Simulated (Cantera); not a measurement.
Charge: 1 mol B, 3.1 mol N₂, 0.13 mol H₂O, held at 1175 °C and 86.0 Pa.

Cantera equilibrium calculation (NASA polynomials, part measured and part estimated; ideal gas, pure solids and liquids). N₂ is the only nitrogen source here; it is nearly inert below about 1500 K, so the nitride shown seldom forms there in practice. Mutual solubility and eutectic melting of coexisting phases are not modelled. Kinetics and transport are ignored.

```tsv
species	before	after
N₂	0.942	0.946
H₂	0.0440	0.0446
B₂O₃	0.00839	0.00541
B₂O₂	0.000468	0.000260
BO	6.54e-5	3.92e-5
HBO	0.00155	0.00116
H	6.61e-5	5.34e-5
H₂O	3.27e-5	3.84e-5
HBO₂	0.00294	0.00255
BN(s), mol	0.914	0.914
B₂O₃(l), mol	0.0119	0.0218
```
Gas species are given as mole fractions.

Question: What was changed between the two runs?
A. temperature from 1175 °C to 1925 °C
B. temperature from 1175 °C to 702 °C
C. pressure from 86.0 Pa to 133 Pa
D. temperature from 1175 °C to 1650 °C

Answer: C, pressure from 86.0 Pa to 133 Pa
